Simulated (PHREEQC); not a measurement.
Dissolve 0.0165 mol CsOH and 0.22 mol Na2CO3 per kg of water at 20 °C. Closed to the air; pH follows from the charge balance.

Equilibrium calculation in PHREEQC: ion-association model, wateq4f.dat.

The ionic strength comes out as 0.442 mol/kgw. What activity coefficients do Na+, OH-, HCO3-, Cs+, CO3-2 get?

Na+ 0.71, OH- 0.64, HCO3- 0.70, Cs+ 0.73, CO3-2 0.24.

This is a speciation only: nothing precipitates in the calculation.
